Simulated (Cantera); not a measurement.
**Moist CO burnout**

An isothermal, constant-pressure homogeneous reactor starts with CO : O2 : H2O : N2 = 0.0084 : 0.018 : 0.016 : 1 (molar parts), equivalence ratio 0.23, at 1125 K and 5.00 bar.

Model: GRI-Mech 3.0 (53 species, 325 reactions), integrated in Cantera.

```tsv
t (s)	x CO	x O2	x H2O	x H2	x NO	x HO2	x CO2
0.000200	0.00806	0.0173	0.0153	7.00e-11	<1e-12	1.96e-9	5.65e-9
0.000492	0.00806	0.0173	0.0153	4.95e-10	<1e-12	1.19e-8	3.19e-8
0.00121	0.00806	0.0173	0.0153	5.14e-9	<1e-12	9.67e-8	3.08e-7
0.00298	0.00804	0.0173	0.0153	3.09e-7	<1e-12	2.90e-6	1.42e-5
0.00733	0.00767	0.0171	0.0153	1.29e-5	2.37e-11	7.88e-6	0.000385
0.0180	0.00668	0.0166	0.0153	3.04e-5	1.37e-10	7.63e-6	0.00139
0.0444	0.00480	0.0157	0.0153	3.05e-5	5.43e-10	6.57e-6	0.00327
0.109	0.00240	0.0145	0.0154	1.59e-5	1.38e-9	4.48e-6	0.00569
0.269	0.000734	0.0137	0.0154	4.55e-6	1.75e-9	2.08e-6	0.00735
0.661	0.000158	0.0134	0.0154	9.37e-7	1.39e-9	6.41e-7	0.00793
1.63	2.35e-5	0.0133	0.0154	1.55e-7	1.72e-9	1.29e-7	0.00807
4.00	7.81e-7	0.0133	0.0154	5.64e-9	6.05e-9	5.76e-9	0.00809
```
x: mole fraction; the columns are a selection and need not sum to one.

Equilibrium at this temperature and pressure: CO 8.38e-11, O2 0.0133, H2O 0.0154, H2 1.45e-10, NO 2.97e-5, HO2 4.08e-10, CO2 0.00809 (gas phase only).
